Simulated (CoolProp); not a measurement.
Properties of nitrous oxide along the isotherm 500 K.

Values from CoolProp's reference Helmholtz-energy equation of state, Lemmon 2006. It is a short technical equation, of lower accuracy than the large ones.

```csv
p (MPa),phase,density (kg/m³),cv (kJ/(kg K)),fugacity coefficient
3.57,gas,38.95,0.8637,0.9704
7.14,gas,80.15,0.8741,0.9427
10.7,supercritical,123.3,0.8842,0.9169
14.3,supercritical,168.7,0.8938,0.8929
17.9,supercritical,215.0,0.9025,___
21.4,supercritical,260.1,0.9100,0.8519
25,supercritical,305.6,0.9167,0.8346
28.6,supercritical,___,___,___
32.1,supercritical,388.8,0.9270,0.8075
35.7,supercritical,426.8,0.9312,0.7972
39.3,supercritical,461.6,0.9348,___
42.9,supercritical,493.5,___,0.7829
46.4,supercritical,521.8,0.9409,0.7786
50,supercritical,548.5,0.9436,0.7759
```

Question: What belongs in the gaps?

Answer: 
- 17.9, fugacity coefficient: 0.8710
- 28.6, density (kg/m³): 349.1
- 28.6, cv (kJ/(kg K)): 0.9223
- 28.6, fugacity coefficient: 0.8197
- 39.3, fugacity coefficient: 0.7890
- 42.9, cv (kJ/(kg K)): 0.9380
